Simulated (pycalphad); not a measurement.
CALPHAD calculation (pycalphad, COST 507 light-alloy database (1999)), 1 atm. The data set is of 1999 and partly superseded. Phase fractions are per mole of atoms.

Question: Give the equilibrium state of Al-0.85Si-3.74C (at.%) at 800 K.

Answer: fcc, fraction 0.915, with 0.35 Si, <0.01 C at.%; AL8SIC7, fraction 0.085, with 6.2 Si, 43.8 C at.%.

Question: Give the equilibrium state of Al-0.85Si-3.74C (at.%) at 1000 K.

Answer: liquid, fraction 0.913, with 0.93 Si, <0.01 C at.%; AL4C3, fraction 0.087, with 0.02 Si, 42.9 C at.%.

Database names, with the compositions (at.%) that they take in these runs: AL4C3: Al 57 C 43; AL8SIC7: Al 50 C 44 Si 6.
